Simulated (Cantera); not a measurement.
Cantera run:

```python
import numpy as np
import cantera as ct

gas_names = """
    C CO COS CO2 CS CS2 C2 C2O C3 C3O2 C4 C5 Fe FeC5O5 FeO O O2 O3 S SO SO2 SO3 S2 S2O S8
""".split()
cond_names = """
    C(gr) Fe(a) Fe(c) Fe(d) Fe(L) FeC5O5(L) FeO(s) FeO(L) FeS(a) FeS(b) FeS(c) FeS(L) FeSO4(s) FeS2(s)
    Fe2O3(s) Fe2S3O12(s) Fe3O4(s) S(cr1) S(cr2) S(L)
""".split()


# ... load() reads the species with a 1 bar reference pressure and builds the phases ...
atoms = {
    'Fe': {'Fe': 1},
    'CO2': {'C': 1, 'O': 2},
    'CO': {'C': 1, 'O': 1},
    'SO2': {'S': 1, 'O': 2},
}
top_T = {'C(gr)': 4500, 'FeSO4(s)': 950, 'FeS2(s)': 1010, 'Fe2O3(s)': 1830, 'Fe2S3O12(s)': 1100, 'Fe3O4(s)': 1870}  # K; cautious upper limits of use, not melting points


# ... equilibrate(T, P, feed) seeds the gas with the atoms and calls Mixture.equilibrate('TP', solver="vcs", rtol=1e-11, max_steps=5000) ...
results = []
T = 1425  # K
P = 470  # Pa
for m in [2.7, 14, 25, 36, 47, 58, 70]:
    feed = {'Fe': 1, 'CO2': 0.072, 'CO': m, 'SO2': 1.4}  # mol
    mix = equilibrate(T, P, feed)
    results.append((T, P, feed, dict(zip(mix.species_names, mix.species_moles))))

top = {s: max(r[3][s] / sum(r[3][g] for g in gas_names) for r in results) for s in gas_names}
cols = sorted((s for s in top if top[s] > 0.001), key=lambda s: -top[s])[:8]
seen = [c for c in cond_names if any(r[3].get(c, 0) > 1e-12 for r in results)]
print("log10 of partial pressures in bar; condensed amounts in mol")
print(f"{'n(CO)':>10s}" + "".join(f"{s[:9]:>10s}" for s in cols + seen))
for T, P, feed, n in results:
    ng = sum(n[g] for g in gas_names)
    print(f"{feed['CO']:10.4g}" + "".join(f"{np.log10(max(n[s] / ng * P / 1e5, 1e-99)):10.3f}" for s in cols)
          + "".join(f"{n.get(c, 0):10.4g}" for c in seen))
```

Result:

```
log10 of partial pressures in bar; condensed amounts in mol
     n(CO)        CO       CO2        S2       SO2        SO       COS    FeO(s)    FeS(c)
       2.7    -2.842    -2.624    -3.312    -3.430    -4.831    -5.255    0.5964    0.4036
        14    -2.433    -3.027    -4.213    -5.505    -6.094    -5.297         0         1
        25    -2.384    -3.273    -4.461    -6.219    -6.513    -5.373         0    0.9999
        36    -2.366    -3.430    -4.623    -6.648    -6.768    -5.435         0    0.9999
        47    -2.357    -3.545    -4.742    -6.956    -6.952    -5.486         0    0.9998
        58    -2.352    -3.635    -4.837    -7.196    -7.096    -5.528         0    0.9998
        70    -2.347    -3.717    -4.923    -7.410    -7.224    -5.566         0    0.9997
```

Cantera equilibrium calculation (NASA polynomials, part measured and part estimated; ideal gas, pure solids and liquids). Metal and sulfide melt together well below either melting point, which pure phases cannot show. Mutual solubility and eutectic melting of coexisting phases are not modelled. The tables' stoichiometric FeO is somewhat more stable than real wüstite, so its field is too wide. FeO, FeS: taken at fixed stoichiometry.
